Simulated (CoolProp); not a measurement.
Properties of isopentane along the isobar 3620 kPa (Tc = 460.3 K, pc = 3378 kPa, ω = 0.227).

Computed with CoolProp (reference Helmholtz-energy equation of state, Lemmon 2006). It is a short technical equation, of lower accuracy than the large ones.

```csv
T (K),phase,isothermal compressibility (1/MPa),fugacity coefficient
158.6,liquid,0.0006315,1.008e-6
164.6,liquid,0.0006624,2.407e-6
170.5,liquid,0.0006942,5.290e-6
176.5,liquid,0.0007283,1.108e-5
182.5,liquid,0.0007642,2.195e-5
188.4,liquid,0.0008014,4.095e-5
194.4,liquid,0.0008413,7.383e-5
200.4,liquid,[?],0.0001278
206.3,liquid,0.0009274,0.0002115
212.3,liquid,0.0009747,[?]
218.3,liquid,[?],0.0005342
224.2,liquid,0.001077,[?]
```

Fill in the missing entries.


- 200.4, isothermal compressibility (1/MPa): 0.0008835
- 212.3, fugacity coefficient: 0.0003413
- 218.3, isothermal compressibility (1/MPa): 0.001025
- 224.2, fugacity coefficient: 0.0008074
